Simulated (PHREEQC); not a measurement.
NaOH is added in steps, without added water, to 1 kg of water holding 0.0012 mol NaH2PO4 and 0.0086 mol NaF, at 20 °C. Oxygen alone is held at its pressure in air (log pO2 = -0.68). CO2 from the air is kept out. Precipitation was switched off in this run.

Base run: PHREEQC, ion-association model, phreeqc.dat. Each further column changes one thing. The table gives PO4-3 (mol/kgw).

```csv
NaOH added (mol),base,Debye-Hückel limiting law,all activity coefficients set to 1,Davies equation for every ion,metal-ligand complexes left out
0,8.19e-12,8.61e-12,5.28e-12,8.10e-12,8.34e-12
0.0009,2.26e-8,2.28e-8,1.75e-8,2.21e-8,2.32e-8
0.0021,8.58e-5,9.01e-5,5.62e-5,8.46e-5,8.70e-5
0.003,0.000163,0.000171,0.000107,0.000161,0.000165
0.0039,0.000233,0.000245,0.000154,0.000229,0.000236
0.0051,0.000315,0.000331,0.000211,0.000311,0.000319
0.006,0.000370,0.000389,0.000250,0.000365,0.000375
0.0069,0.000420,0.000441,0.000285,0.000414,0.000425
0.0081,0.000479,0.000504,0.000329,0.000472,0.000485
0.009,0.000519,0.000545,0.000359,0.000512,0.000525
0.0099,0.000555,0.000583,0.000387,0.000548,0.000562
0.0111,0.000599,0.000629,0.000422,0.000591,0.000606
0.012,0.000629,0.000660,0.000446,0.000621,0.000636
```
